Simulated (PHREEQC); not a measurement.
Alkaline etch or developer (model solution)

Dissolve 0.016 mol/kgw KOH and 0.0009 mol/kgw NaAlO2 at 25 °C. It is in equilibrium with CO2 at log p = -2 (atm). Otherwise closed; pH follows from the charge balance.

Computed with PHREEQC (ion-association model, wateq4f.dat).

Each row changes one thing in this solution. Precipitation was switched off in this run.

| case | pH | ionic strength (mol/kgw) | CO2 (mol/kgw) | CO3-2 (mol/kgw) |
|---|---|---|---|---|
| as made | 7.96 | 0.0170 | 0.000339 | 9.92e-5 |
| 0.013 mol/kgw Na2CO3 added | 8.34 | 0.0430 | 0.000337 | 0.000703 |
| temperature from 25 to 40 °C | 8.06 | 0.0170 | 0.000236 | 0.000159 |
| KOH from 0.016 to 0.16 mol/kgw | 8.84 | ? | 0.000327 | 0.0105 |
| diluted 5-fold with water | 7.30 | 0.00338 | 0.000340 | 3.59e-6 |
| NaAlO2 left out | ? | 0.0161 | 0.000339 | 9.87e-5 |

Fill in the missing entries.


- KOH from 0.016 to 0.16 mol/kgw, ionic strength (mol/kgw): 0.171
- NaAlO2 left out, pH: 7.97

Complexes and solids missing from the database can't appear. Some of these states are supersaturated (in Al(OH)3(a), Boehmite (slow to form), Gibbsite (slow to form), for instance). Constants without temperature data keep their 25 °C values here.
